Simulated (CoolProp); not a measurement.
Vapour-liquid equilibrium of ethane (1) + C2F6 (R116) (2) at 1450 kPa; x and y are mole fractions of (1).

Computed with CoolProp (multi-fluid Helmholtz-energy mixture model, Bücker 2006 and Lemmon 2006; pair parameters Bell 2016).

### Question
Give the bubble temperature and the first vapour's composition at x = 0.8, 0.875, 0.95. Is there an azeotrope?

### Answer
x = 0.8: 247.8 K, y = 0.742; x = 0.875: 248.9 K, y = 0.805; x = 0.95: 251.2 K, y = 0.902. y crosses x between x = 0.65 and 0.725: the model has an azeotrope there.

The pair parameters rest on a limited set of measurements; away from them the model extrapolates.
